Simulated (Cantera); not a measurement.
Input (Python, Cantera) and output of one run.

```python
import numpy as np
import cantera as ct

gas_names = [...]  # 114 gases of nasa_gas.yaml made of C, Fe, H, O
cond_names = """
    C(gr) C6H6(L) C7H8(L) C8H18(L),n-octa Fe(a) Fe(c) Fe(d) Fe(L) FeC5O5(L) FeO(s) FeO(L) Fe(OH)2(s)
    Fe(OH)3(s) Fe2O3(s) Fe3O4(s) H2O(s) H2O(L)
""".split()


# ... load() reads the species with a 1 bar reference pressure and builds the phases ...
atoms = {
    'Fe2O3': {'Fe': 2, 'O': 3},
    'C': {'C': 1},
    'H2': {'H': 2},
}
top_T = {'C(gr)': 4500, 'Fe2O3(s)': 1830, 'Fe3O4(s)': 1870}  # K; cautious upper limits of use, not melting points


# ... equilibrate(T, P, feed) seeds the gas with the atoms and calls Mixture.equilibrate('TP', solver="vcs", rtol=1e-11, max_steps=5000) ...
results = []
feed = {'Fe2O3': 1, 'C': 0.56, 'H2': 0.15}  # mol
T = 1573  # K
P = 101325  # Pa
mix = equilibrate(T, P, feed)
results.append((T, P, feed, dict(zip(mix.species_names, mix.species_moles))))
x = sorted(zip(gas.X, gas.species_names), reverse=True)
print(f"T = {T:g} K  P = {P:g} Pa  gas = {mix.phase_moles(0):.4g} mol")
print("   x: " + "  ".join(f"{s} {v:.3e}" for v, s in x if v > 1e-05))
print("   condensed (mol): " + ("  ".join(f"{mix.phase(i).name} {mix.phase_moles(i):.4g}"
      for i in range(1, mix.n_phases) if mix.phase_moles(i) > 1e-12) or "none"))
```

It prints:

```
T = 1573 K  P = 101325 Pa  gas = 0.71 mol
   x: CO2 4.518e-01  CO 3.370e-01  H2O 1.680e-01  H2 4.331e-02
   condensed (mol): FeO(s) 2
```

Cantera equilibrium calculation (NASA polynomials, part measured and part estimated; ideal gas, pure solids and liquids). The tables' stoichiometric FeO is somewhat more stable than real wüstite, so its field is too wide. FeO: taken at fixed stoichiometry.
